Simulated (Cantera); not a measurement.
Input: 1 mol CF₄, a varied amount of CH₄, at 1598.15 K and 100 Torr.

Equilibrium computed with Cantera from the NASA thermochemical tables; the gas is ideal and each condensed phase is pure. Candidate condensed phases: C, C₆H₆, C₇H₈, C₈H₁₈; 95 gas species. Gases not in the tables: C₂F₆ and larger saturated fluorocarbons. Rates play no part.

Q: At 0.03 mol CH₄, list the 5 most abundant gas species with their mole fractions, and the condensed phases.

A: CF₄ 0.889, HF 0.110, CF₂ 0.000436, CF₃ 0.000145, F 4.13e-5. Condensed: C(graphite).
